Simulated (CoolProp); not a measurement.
Vapour-liquid equilibrium of n-hexane (1) + toluene (2) at 0.721 MPa; x and y are mole fractions of (1).

The numbers come from the multi-fluid Helmholtz-energy mixture model, Thol 2019 and Lemmon 2006; pair parameters Bell 2016 in CoolProp.

| x | bubble temperature, mixture model (K) | bubble temperature, Raoult's law (K) | y, mixture model | y, Raoult's law |
|---|---|---|---|---|
| 0.05 | 465.9 | 467.1 | 0.117 | 0.114 |
| 0.15 | 457.5 | 460.1 | 0.303 | 0.304 |
| 0.25 | 450.7 | 453.7 | 0.443 | 0.456 |
| 0.35 | 445.0 | 448.0 | 0.553 | 0.578 |
| 0.45 | 440.1 | 442.9 | 0.644 | 0.679 |
| 0.55 | 435.8 | 438.1 | 0.722 | 0.762 |
| 0.65 | 432.0 | 433.8 | 0.791 | 0.831 |
| 0.75 | 428.6 | 429.7 | 0.854 | 0.889 |
| 0.85 | 425.4 | 426.0 | 0.914 | 0.939 |
| 0.95 | 422.4 | 422.6 | 0.972 | 0.981 |

The largest gap from Raoult's law is -3.0 K in bubble temperature, at x = 0.35. No azeotrope shows between x = 0.05 and 0.95.

The pair parameters rest on a limited set of measurements; away from them the model extrapolates.
